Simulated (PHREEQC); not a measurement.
Make-up at 25 °C: 1.1 mmol/kgw HCl and 73 mmol/kgw LiCl. Closed to the air; pH follows from the charge balance.

Equilibrium calculation in PHREEQC: ion-association model, wateq4f.dat.

Each row changes one thing in this solution. No solid was allowed to form.

```tsv
case	pH	ionic strength (mol/kgw)
as made	3.04	0.0741
diluted 100-fold with water	4.97	0.000741
temperature from 25 to 5 °C	3.03	0.0741
LiCl left out	2.97	0.00110
LiCl replaced by Li2SO4 at the same molality	3.52	0.197
LiCl replaced by Li2CO3 at the same molality	11.23	0.215
HCl from 0.0011 to 0.00022 mol/kgw	3.73	0.0732
0.0073 mol/kgw KNO3 added	3.04	0.0814
HCl from 0.0011 to 0.00099 mol/kgw	3.08	0.0740
```

At this temperature some constants are extrapolated from 25 °C, and those without enthalpy data are left unchanged.
